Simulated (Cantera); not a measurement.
A Cantera script and what it prints.

```python
import numpy as np
import cantera as ct

gas_names = """
    F F2 FS2F,fluorodisu N NF NF2 NF3 N2 S SF SF2 SF3 SF4 SF5 SF6 SN S2 S2F2,thiothiony S8 Si SiF SiF2
    SiF3 SiF4 SiN SiS Si2 Si2N Si3
""".split()
cond_names = """
    S(cr1) S(cr2) S(L) Si(cr) Si(L) Si3N4(a)
""".split()


# ... load() reads the species with a 1 bar reference pressure and builds the phases ...
atoms = {
    'Si': {'Si': 1},
    'SF6': {'S': 1, 'F': 6},
    'N2': {'N': 2},
}
top_T = {'Si3N4(a)': 2400}  # K; cautious upper limits of use, not melting points


# ... equilibrate(T, P, feed) seeds the gas with the atoms and calls Mixture.equilibrate('TP', solver="vcs", rtol=1e-11, max_steps=5000) ...
results = []
feed = {'Si': 1, 'SF6': 2.6, 'N2': 36}  # mol
T = 625  # K
P = 133.322  # Pa
mix = equilibrate(T, P, feed)
results.append((T, P, feed, dict(zip(mix.species_names, mix.species_moles))))
x = sorted(zip(gas.X, gas.species_names), reverse=True)
print(f"T = {T:g} K  P = {P:g} Pa  gas = {mix.phase_moles(0):.4g} mol")
print("   x: " + "  ".join(f"{s} {v:.3e}" for v, s in x if v > 0.0001))
print("   condensed (mol): " + ("  ".join(f"{mix.phase(i).name} {mix.phase_moles(i):.4g}"
      for i in range(1, mix.n_phases) if mix.phase_moles(i) > 1e-12) or "none"))
```

Result:

```
T = 625 K  P = 133.322 Pa  gas = 39.46 mol
   x: N2 9.124e-01  SF4 3.245e-02  SF6 2.614e-02  SiF4 2.534e-02  S2F2,thiothiony 3.639e-03
   condensed (mol): none
```

These are equilibrium values from Cantera (NASA tables, ideal gas, pure condensed phases), not measurements of a reactor. The tables' values for S2F2 (SSF2) are old estimates; treat these amounts as uncertain.
